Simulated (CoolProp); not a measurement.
Properties of ammonia along the isotherm 725 K.

Computed with CoolProp (reference Helmholtz-energy equation of state, Gao 2020).

| p (MPa) | phase | Z | expansivity (1/kK) |
|---|---|---|---|
| 0.437 | gas | 0.9987 | 1.389 |
| 0.874 | gas | 0.9973 | 1.399 |
| 1.31 | gas | 0.9960 | 1.409 |
| 1.75 | gas | 0.9946 | 1.419 |
| 2.19 | gas | 0.9933 | 1.429 |
| 2.62 | gas | 0.9920 | 1.439 |
| 3.06 | gas | 0.9907 | 1.449 |
| 3.5 | gas | 0.9894 | 1.459 |
| 3.93 | gas | 0.9882 | 1.469 |
| 4.37 | gas | 0.9869 | 1.479 |
| 4.81 | gas | 0.9856 | 1.489 |
| 5.24 | gas | 0.9844 | 1.499 |
| 5.68 | gas | 0.9831 | 1.509 |
